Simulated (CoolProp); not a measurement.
A single-stage vapour-compression cycle with chloromethane (R40): evaporating at 262.15 K (dew point), condensing at 292.15 K (bubble point), superheat 2 K, subcooling 5 K, compressor efficiency 0.7, no pressure losses. Each further row changes one setting.

Computed with CoolProp (reference Helmholtz-energy equation of state, Thol 2014).

```csv
case,cooling COP,pressure ratio,discharge temperature (K),refrigerating effect (kJ/kg),volumetric capacity (kJ/m³)
as stated,5.58,2.80,348.4,377,1570
evaporating temperature 267.15 K,6.94,(withheld),337.7,(withheld),1890
condensing temperature 287.15 K,(withheld),2.40,335.2,385,1600
subcooling 10 K,(withheld),2.80,348.4,385,1600
superheat 12 K,(withheld),2.80,360.7,385,(withheld)
compressor efficiency 0.6,(withheld),2.80,360.2,377,1570
```

Question: What belongs in the gaps?

Answer: 
- evaporating temperature 267.15 K, pressure ratio: 2.31
- evaporating temperature 267.15 K, refrigerating effect (kJ/kg): 379
- condensing temperature 287.15 K, cooling COP: 6.81
- subcooling 10 K, cooling COP: 5.70
- superheat 12 K, cooling COP: 5.47
- superheat 12 K, volumetric capacity (kJ/m³): 1540
- compressor efficiency 0.6, cooling COP: 4.78
